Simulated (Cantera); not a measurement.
Charge: 1 mol BF3, 8.2 mol O2, 29 mol N2, equilibrated at 1000 °C and 0.600 bar.

These are equilibrium values from Cantera (NASA tables, ideal gas, pure condensed phases), not measurements of a reactor. Candidate condensed phases: B, BN, B2O3; 31 gas species. The numbers say what is thermodynamically allowed, not how fast it happens.

Base state: N2 0.759, O2 0.214, BF3 0.0262, NO 0.000328 (mole fractions); condensed: gas only.

Question: What changes in the equilibrium state with this change: BF3 replaced by B?

Answer: 
| species | before | after |
|---|---|---|
| N2 | 0.759 | 0.795 |
| O2 | 0.214 | 0.204 |
| NO | 0.000328 | 0.000328 |
| BF3 | 0.0262 | 0 |
| B2O3(l), mol | 0 | 0.500 |
